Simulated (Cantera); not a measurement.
An isothermal, constant-pressure homogeneous reactor starts with CH₄ : H₂O = 1 : 7.2 (molar parts), at 1373 K and 0.888 atm.

Detailed kinetics in Cantera: GRI-Mech 3.0 (53 species, 325 reactions).

One state of this run: x CH₄ = 0.0362; x H₂O = 0.686; x C₂H₂ = 0.00732; x O = <1e-12; x H₂O₂ = <1e-12; x OH = 9.14e-8. x: mole fraction; the columns are a selection and need not sum to one.

Task: Which value of t (s) does it belong to?
A) 0.0250
B) 62.7
C) 0.573
D) 300

Result: B, 62.7
